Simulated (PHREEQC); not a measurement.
Make-up at 25 °C: 0.69 mol CaCl2 and 0.069 mol H3BO3 per kg of water. Closed to the air; pH follows from the charge balance.

Computed with PHREEQC (Pitzer model, pitzer.dat).

No solid was allowed to form.

Q: Predict the pH, osmotic coefficient, density.

A: pH 4.49; osmotic coefficient 0.971; density 1.058 g/cm³.

Species that the database lacks are ignored. In brines, pH and single-ion activities rest on the MacInnes convention.
